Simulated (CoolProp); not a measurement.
C2F6 (R116) along the isotherm 140.35 °C: Z from the reference equation and from simpler models built on Tc = 19.9 °C, pc = 3.048 MPa, ω = 0.257; each cubic takes its own stable root.

Values from CoolProp's reference Helmholtz-energy equation of state, Lemmon 2006. It is a short technical equation, of lower accuracy than the large ones.

| p (MPa) | phase | reference |
|---|---|---|
| 0.0952 | gas | 0.9971 |
| 0.19 | gas | 0.9942 |
| 0.286 | gas | 0.9913 |
| 0.381 | gas | 0.9884 |
| 0.476 | gas | 0.9855 |
| 0.571 | gas | 0.9826 |
| 0.667 | gas | 0.9798 |
| 0.762 | gas | 0.9769 |
| 0.857 | gas | 0.9741 |
| 0.952 | gas | 0.9712 |
| 1.05 | gas | 0.9683 |
| 1.14 | gas | 0.9656 |
| 1.24 | gas | 0.9627 |
| 1.33 | gas | 0.9600 |
| 1.43 | gas | 0.9571 |
| 1.52 | gas | 0.9545 |

Task: How far does each simpler model (van der Waals, Redlich-Kwong, Soave-Redlich-Kwong, Peng-Robinson) lie from the reference over these 16 states: mean and median of the absolute difference, and the worst?

Result: 
- van der Waals: mean 0.9 %, median 0.9 %, worst -1.9 % at 140.35 °C and 1.52 MPa
- Redlich-Kwong: mean 0.7 %, median 0.7 %, worst -1.4 % at 140.35 °C and 1.52 MPa
- Soave-Redlich-Kwong: mean 0.1 %, median 0.1 %, worst +0.3 % at 140.35 °C and 1.52 MPa
- Peng-Robinson: mean 0.5 %, median 0.5 %, worst -0.9 % at 140.35 °C and 1.52 MPa
